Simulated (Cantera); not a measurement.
Thermodynamics of boron, boron nitride and boron oxide, feed B + H₂ + N₂

A closed system holds: 1 mol B, a varied amount of H₂, 7.1 mol N₂, at 13.3 mbar.

Cantera equilibrium calculation (NASA polynomials, part measured and part estimated; ideal gas, pure solids and liquids). Candidate condensed phases: B, BN; 15 gas species. Kinetics and transport are ignored.

Stable condensed phases:

```
T in K \ n(H₂) in mol
          15  32  49  67  84 100 120 140
   2175    A   A   A   B   B   B   B   B
   2125    A   A   A   A   A   A   A   B
   2075    A   A   A   A   A   A   A   A
   2025    A   A   A   A   A   A   A   A
   1975    A   A   A   A   A   A   A   A
   1925    A   A   A   A   A   A   A   A
   1875    A   A   A   A   A   A   A   A
   1825    A   A   A   A   A   A   A   A
   1775    A   A   A   A   A   A   A   A
   1725    A   A   A   A   A   A   A   A
```

A: BN; B: B.
